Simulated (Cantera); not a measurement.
A freely propagating, adiabatic, planar premixed flame of H2 : O2 : N2 = 1 : 0.543 : 2.04 (molar parts), equivalence ratio 0.92, unburnt at 600 K and 0.110 bar; mixture-averaged transport, grid criteria slope 0.08 and curve 0.16, no radiation.

Detailed kinetics in Cantera: the H2/O2 subset of GRI-Mech 3.0, which has no nitrogen chemistry. Burning velocities carry a grid error of a few per cent, more on coarse grids.

x: mole fraction of selected species; z is measured from the peak of heat release.

```tsv
z (mm)	T (K)	u (m/s)	x H2	x O2	x HO2	x H2O2	x H2O	x OH
-25.5	600	5.61	0.279	0.152	<1e-8	<1e-8	<1e-8	<1e-8
-17.0	600	5.61	0.279	0.152	<1e-8	<1e-8	<1e-8	<1e-8
-12.8	600	5.61	0.279	0.152	<1e-8	<1e-8	<1e-8	<1e-8
-8.51	600	5.61	0.279	0.152	2.60e-7	<1e-8	1.59e-8	<1e-8
-4.25	605	5.65	0.278	0.151	4.21e-5	3.73e-7	0.000363	1.90e-5
-2.13	713	6.59	0.258	0.148	3.03e-5	5.43e-7	0.0102	0.000271
0	1092	9.80	0.123	0.100	1.31e-5	6.20e-7	0.110	0.00320
2.13	1360	12.1	0.0424	0.0478	5.48e-6	7.44e-7	0.200	0.00806
4.25	1478	13.0	0.0403	0.0424	4.17e-6	5.86e-7	0.210	0.0105
8.51	1617	14.1	0.0415	0.0391	3.21e-6	3.57e-7	0.218	0.0133
17.0	1771	15.3	0.0414	0.0356	2.41e-6	1.87e-7	0.227	0.0161
34.0	1932	16.4	0.0391	[?]	[?]	[?]	0.239	0.0183
68.1	2089	17.5	0.0348	0.0281	1.38e-6	5.95e-8	0.253	0.0193
```

### Question
What belongs in the gaps?

### Answer

- 34.0, x O2: 0.0319
- 34.0, x HO2: 1.79e-6
- 34.0, x H2O2: 9.88e-8
